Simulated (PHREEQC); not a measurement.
Reverse-osmosis permeate

Model water analysis in mg/kgw, 75 °C, pH 5.74, pe 1.1:

```tsv
constituent	mg/kgw
Na	0.359
K	0.193
Ca	0.534
Mg	0.747
Cl	1.34
S(6) as SO4	2.98
Alkalinity as HCO3	0.565
Br	0.0356
B	0.000162
Fe(2)	0.0286
Ba	0.00941
Sr	0.00699
```

Valence states are taken as typed.

Computed with PHREEQC (ion-association model, phreeqc.dat).

The ionic strength is 0.000185 mol/kgw and the charge-balance error comes out as 0.2 %.

```
species  molality  activity   log γ
-------  --------  --------  ------
CO2       4.13e-5   4.13e-5   0.000
Cl-       3.78e-5   3.72e-5  -0.008
SO4-2     3.03e-5   2.83e-5  -0.030
Mg+2      3.02e-5   2.81e-5  -0.030
Na+       1.56e-5   1.53e-5  -0.008
Ca+2      1.32e-5   1.24e-5  -0.030
HCO3-     1.10e-5   1.08e-5  -0.007
K+        4.93e-6   4.85e-6  -0.008
H+        1.85e-6   1.82e-6  -0.007
MgSO4     5.63e-7   5.63e-7   0.000
Fe+2      5.04e-7   4.71e-7  -0.030
Br-       4.46e-7   4.38e-7  -0.008
OH-       1.15e-7   1.13e-7  -0.008
```

This is a speciation only: nothing precipitates in the calculation. Away from 25 °C the constants follow the database's enthalpies or fits; those with neither stay at their 25 °C values.
